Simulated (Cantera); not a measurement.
A perfectly stirred reactor is fed with 23.9 % H2, 16.0 % O2, 60.1 % N2, equivalence ratio 0.75, at 1000000 Pa; it is adiabatic with a 675 K inlet, and is followed from long to short residence time, starting on the burning branch (τ in s: 0.3, 0.13, 0.057, 0.025, 0.011, 0.0048, 0.0021, 0.00092, 0.0004, 0.00018, 7.7e-05, 3.4e-05, 1.5e-05).

Cantera simulation using the H2/O2 subset of GRI-Mech 3.0, which has no nitrogen chemistry; the numbers are that mechanism's predictions, not measurements. The hydrogen kinetics of GRI-Mech 3.0 are dated; newer H2 mechanisms differ, most at raised pressure.

Problem. Predict: blow-out, bracketed by the residence times tried; x(H2) at τ = 0.300 s; x(O2) at τ = 0.300 s; x(H) at τ = 0.300 s; x(H2O2) at τ = 0.300 s; x(HO2) at τ = 0.300 s; x(H2) at τ = 2.10 ms; x(O2) at τ = 2.10 ms; x(H) at τ = 2.10 ms; x(H2O2) at τ = 2.10 ms; x(HO2) at τ = 2.10 ms.

Solution. 
```
Quantity                                                                           Value
------------------------------------------------  --------------------------------------
blow-out, bracketed by the residence times tried  burning at 15.0 µs, the shortest tried
x(H2) at τ = 0.300 s                                                             0.00139
x(O2) at τ = 0.300 s                                                              0.0442
x(H) at τ = 0.300 s                                                             0.000182
x(H2O2) at τ = 0.300 s                                                           9.80e-7
x(HO2) at τ = 0.300 s                                                            9.62e-6
x(H2) at τ = 2.10 ms                                                             0.00163
x(O2) at τ = 2.10 ms                                                              0.0442
x(H) at τ = 2.10 ms                                                             0.000220
x(H2O2) at τ = 2.10 ms                                                           1.00e-6
x(HO2) at τ = 2.10 ms                                                            1.01e-5
```
